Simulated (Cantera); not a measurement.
Input (Python, Cantera):

```python
import numpy as np
import cantera as ct

gas = ct.Solution("gri30.yaml", transport_model="mixture-averaged")
show = ['C2H2', 'OH', 'H']

rows = []
print(f"{'T/K':>7s}{'rho':>11s}{'cp':>10s}{'mu':>11s}{'lambda':>11s}{'Pr':>7s}" + "".join(f"{'D_' + s:>11s}" for s in show))
for T in [400, 550, 700, 850, 1000, 1150, 1300, 1450]:
    gas.TPX = T, 72000, {'NO': 0.2}
    Pr = gas.cp_mass * gas.viscosity / gas.thermal_conductivity
    D = [gas.mix_diff_coeffs_mole[gas.species_index(s)] for s in show]
    rows.append([gas.density, gas.cp_mass, gas.viscosity, gas.thermal_conductivity, Pr, *D])
    print(f"{T:7g}{gas.density:11.4e}{gas.cp_mass:10.1f}{gas.viscosity:11.4e}"
          f"{gas.thermal_conductivity:11.4e}{Pr:7.3f}" + "".join(f"{d:11.4e}" for d in D))
print("SI units: kg/m3, J/kg/K, Pa s, W/m/K, m2/s")
```

Result:

```
    T/K        rho        cp         mu     lambda     Pr     D_C2H2       D_OH        D_H
    400 6.4960e-01     998.6 2.3120e-05 3.2415e-02  0.712 3.8853e-05 7.2737e-05 2.8583e-04
    550 4.7244e-01    1028.1 2.8863e-05 4.1984e-02  0.707 6.7945e-05 1.2504e-04 4.9602e-04
    700 3.7120e-01    1067.4 3.3953e-05 5.1279e-02  0.707 1.0287e-04 1.8760e-04 7.4786e-04
    850 3.0569e-01    1103.5 3.8609e-05 6.0168e-02  0.708 1.4310e-04 2.5956e-04 1.0377e-03
   1000 2.5984e-01    1132.7 4.2948e-05 6.8643e-02  0.709 1.8825e-04 3.4029e-04 1.3628e-03
   1150 2.2595e-01    1153.1 4.7043e-05 7.6728e-02  0.707 2.3803e-04 4.2930e-04 1.7214e-03
   1300 1.9988e-01    1170.7 5.0942e-05 8.4459e-02  0.706 2.9222e-04 5.2621e-04 2.1116e-03
   1450 1.7920e-01    1185.8 5.4678e-05 9.1868e-02  0.706 3.5062e-04 6.3069e-04 2.5323e-03
SI units: kg/m3, J/kg/K, Pa s, W/m/K, m2/s
```

Detailed kinetics in Cantera: GRI-Mech 3.0 (53 species, 325 reactions). The composition is frozen, though it would react at the higher temperatures.
